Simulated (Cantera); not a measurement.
An isothermal, constant-pressure homogeneous reactor starts with 7.15 % H₂, 92.9 % O₂, equivalence ratio 0.038, at 1225 K and 1330 Pa.

Cantera simulation using GRI-Mech 3.0 (53 species, 325 reactions); the numbers are that mechanism's predictions, not measurements. Radical loss at walls, strong at low pressure, is not modelled. The temperature is held fixed by assumption; the heat of reaction is taken as removed at once.

x: mole fraction; the columns are a selection and need not sum to one.

```tsv
t (s)	x H₂	x O₂	x H	x H₂O	x O	x OH	x H₂O₂
1.00e-5	0.0715	0.929	8.67e-10	8.40e-12	1.10e-10	1.06e-10	<1e-12
2.62e-5	0.0715	0.929	2.00e-9	1.29e-10	6.60e-10	6.04e-10	<1e-12
6.84e-5	0.0715	0.929	4.71e-9	1.76e-9	3.66e-9	3.00e-9	1.62e-12
0.000179	0.0715	0.929	1.74e-8	2.36e-8	2.35e-8	1.66e-8	1.11e-11
0.000468	0.0715	0.929	2.88e-7	7.05e-7	4.61e-7	3.09e-7	7.58e-11
0.00122	0.0703	0.928	0.000333	0.000872	0.000536	0.000355	(withheld)
0.00320	0.00175	0.877	0.0137	0.0605	0.0423	0.00515	1.22e-7
0.00837	0.00137	0.884	0.0105	0.0632	0.0364	0.00461	1.17e-7
0.0219	0.000943	0.898	0.00568	0.0671	0.0241	0.00385	1.22e-7
0.0572	0.000401	0.914	0.00150	0.0712	0.00986	0.00253	1.14e-7
0.150	9.46e-5	0.923	0.000168	0.0732	0.00229	0.00123	(withheld)
0.391	1.67e-5	0.925	1.25e-5	0.0738	0.000405	0.000519	(withheld)
1.02	3.09e-6	0.926	1.01e-6	0.0740	7.55e-5	0.000225	(withheld)
2.68	6.91e-7	0.926	1.07e-7	0.0741	1.70e-5	0.000107	(withheld)
7.00	1.85e-7	0.926	1.50e-8	0.0741	4.57e-6	5.53e-5	(withheld)
```

Task: Some entries are withheld; supply them.

Result: 
- 0.00122, x H₂O₂: 2.41e-9
- 0.150, x H₂O₂: 7.88e-8
- 0.391, x H₂O₂: 3.82e-8
- 1.02, x H₂O₂: 1.51e-8
- 2.68, x H₂O₂: 5.57e-9
- 7.00, x H₂O₂: 2.04e-9
